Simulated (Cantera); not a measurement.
An adiabatic, constant-volume homogeneous reactor starts with 14.4 % CH4, 18.0 % O2, 67.6 % N2, equivalence ratio 1.6, at 1650 K and 750 Torr.

Cantera simulation using GRI-Mech 3.0 (53 species, 325 reactions); the numbers are that mechanism's predictions, not measurements.

Task: Predict: time of steepest temperature rise; temperature at 0.100 s; equilibrium temperature; x(O2) at 0.100 s; x(O) at 0.100 s; x(CH2O) at 0.100 s; x(OH) at 0.100 s.

Result: 
- time of steepest temperature rise = 0.334 ms
- temperature at 0.100 s = 2943 K
- equilibrium temperature = 2943 K
- x(O2) at 0.100 s = 0.00174 (gas-phase equilibrium 0.00174)
- x(O) at 0.100 s = 0.00273 (gas-phase equilibrium 0.00273)
- x(CH2O) at 0.100 s = 7.55e-9 (gas-phase equilibrium 7.55e-9)
- x(OH) at 0.100 s = 0.0142 (gas-phase equilibrium 0.0142)
